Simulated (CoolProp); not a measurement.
Model: reference Helmholtz-energy equation of state, Platzer 1990, in CoolProp. This equation is an older, rougher fit; its heat capacities, sound speeds and derivatives of the liquid may be far off and weren't checked against measurements.

### Question
For CF4 (R14), give the phase and the conductivity (mW/(m K)) at 441.4 K and 7.61 MPa.

### Answer
- 441.4 K and 7.61 MPa: supercritical; conductivity 29.7

Thermal conductivity comes from a separate model (Huber 2003), an estimate that may be off by 10 % or more.
